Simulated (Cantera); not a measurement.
TiCl4 + C3H8 + H2 (titanium nitride, carbide and oxide coatings)

A closed system holds: 1 mol TiCl4, 0.37 mol C3H8, 14 mol H2, at 75.0 Torr.

Equilibrium computed with Cantera from the NASA thermochemical tables; the gas is ideal and each condensed phase is pure. Candidate condensed phases: C, C6H6, C7H8, C8H18, Ti, TiC, TiCl2, TiCl3, TiCl4; 96 gas species. The tables' values for TiCl2 are old estimates; treat these amounts as uncertain. TiC: taken at fixed stoichiometry. Rates play no part.

```
T (°C)   x H2  x HCl   x TiCl4   x TiCl3     x CH4       x H  n C(graphite)  n TiC(s)
------  -----  -----  --------  --------  --------  --------  -------------  --------
875     0.817  0.163    0.0147   0.00374   0.00159   2.05e-7          0.398     0.684
975     0.794  0.196   0.00605   0.00366  0.000703   1.32e-6          0.266     0.832
1075    0.782  0.213   0.00211   0.00287  0.000357   6.47e-6          0.191     0.913
1175    0.777  0.220  0.000730   0.00207  0.000201   2.57e-5          0.155     0.951
1275    0.774  0.223  0.000272   0.00148  0.000123   8.57e-5          0.138     0.969
1375    0.773  0.225  0.000111   0.00108   8.01e-5  0.000248          0.129     0.978
1475    0.772  0.226   5.01e-5  0.000814   5.48e-5  0.000635          0.122     0.984
1575    0.771  0.226   2.44e-5  0.000627   3.92e-5   0.00147          0.115     0.987
```
x: gas mole fraction; n: condensed amount in mol.

From 875 °C to 1575 °C the condensed part is C(graphite) + TiC(s). The main Ti-bearing gas is TiCl4 at 875 °C and TiCl3 at 1575 °C. The share of Ti in condensed phases is highest at 1575 °C (98.7 %) and lowest at 875 °C (68.4 %).
